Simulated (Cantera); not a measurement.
An isothermal, constant-pressure homogeneous reactor starts with 0.207 % CO, 0.594 % O₂, 4.90 % H₂O, 94.3 % N₂, at 1223 K and 3.20 bar.

Detailed kinetics in Cantera: GRI-Mech 3.0 (53 species, 325 reactions).

One state of this run: x CO = 4.95e-10; x O₂ = 0.00491; x H₂O = 0.0491; x OH = 8.36e-7; x NO₂ = 1.13e-11. x: mole fraction; the columns are a selection and need not sum to one.

Problem. Which value of t (s) does it belong to?
A) 0.000882
B) 0.567
C) 5.00e-6
D) 27.4

Solution. D, 27.4
